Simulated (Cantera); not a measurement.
Input: 1 mol SiC, a varied amount of H2O, 8.2 mol N2, at 2025 K and 3.70 mbar.

These are equilibrium values from Cantera (NASA tables, ideal gas, pure condensed phases), not measurements of a reactor. Candidate condensed phases: C, C6H6, C7H8, C8H18, H2O, Si, SiC, SiO2, Si2N2O, Si3N4; 151 gas species. The tables' values for SiN are old estimates; treat these amounts as uncertain. Rates play no part.

log p: log10 of the partial pressure in bar; n: condensed amount in mol.

| n(H2O) (mol) | log p N2 | log p H2 | log p CO | log p SiO | log p H | n SiC(s) |
|---|---|---|---|---|---|---|
| 0.079 | -2.44 | -4.54 | -4.57 | -5.11 | -4.98 | ? |
| 0.23 | -2.46 | -4.06 | -4.21 | -4.46 | -4.74 | ? |
| 0.37 | -2.47 | -3.86 | -4.04 | -4.22 | -4.64 | ? |
| 0.52 | -2.49 | -3.72 | -3.93 | -4.06 | -4.57 | ? |
| 0.66 | -2.50 | -3.62 | -3.85 | -3.96 | -4.53 | ? |
| 0.81 | -2.52 | -3.55 | -3.78 | -3.87 | -4.49 | ? |
| 0.96 | -2.53 | -3.48 | -3.72 | -3.81 | -4.46 | ? |
| 1.1 | -2.54 | -3.44 | -3.68 | -3.75 | -4.43 | ? |
| 1.2 | -2.55 | -3.41 | -3.65 | -3.72 | -4.42 | ? |

Q: What belongs in the gaps?

A: 
- 0.079, n SiC(s): 0.935
- 0.23, n SiC(s): 0.848
- 0.37, n SiC(s): 0.773
- 0.52, n SiC(s): 0.694
- 0.66, n SiC(s): 0.621
- 0.81, n SiC(s): 0.544
- 0.96, n SiC(s): 0.466
- 1.1, n SiC(s): 0.394
- 1.2, n SiC(s): 0.343
